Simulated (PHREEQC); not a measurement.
Make-up at 20 °C: 0.98 mmol/kgw ZnSO4, 35 mmol/kgw NaF and 12 mmol/kgw NaCl. Closed to the air; pH follows from the charge balance.

Computed with PHREEQC (ion-association model, phreeqc.dat).

Precipitation was switched off in this run.

Task: Predict the pH, specific conductance.

Result: pH 6.96; specific conductance 4100 µS/cm.

Task: In which forms is F present?

Result: F- 98 %, NaF 1.7 % of the F.
